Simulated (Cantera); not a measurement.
An isothermal plug-flow reactor at 800 K and 1.01 bar (inlet), inlet velocity 0.53 m/s, active area per volume 410 1/m; feed CO : O₂ : N₂ : H₂O = 0.029 : 0.055 : 0.79 : 0.046 (molar parts), equivalence ratio 0.26.

Cantera simulation using Deutschmann's 1995 Pt surface mechanism with GRI-Mech 3.0 gas chemistry; the numbers are that mechanism's predictions, not measurements. Catalytic surfaces can have several steady states; this one follows from the mechanism file's or the stated starting coverage. Mass transfer to the wall is taken as infinitely fast.

Question: What does this change do: temperature 800 to 625 K?

Answer: 
| quantity | before | after |
|---|---|---|
| x(CO) at z = 0.063 m | <1e-12 | 0.0286 |
| x(O₂) at z = 0.063 m | 0.0447 | 0.0584 |
| x(H₂O) at z = 0.063 m | 0.0508 | 0.0501 |
| x(CO₂) at z = 0.063 m | 0.0320 | 0.00294 |
| θ(free Pt) at the exit | 0.0494 | 0.00774 |
| θ(O*) at the exit | 0.945 | 0.00272 |
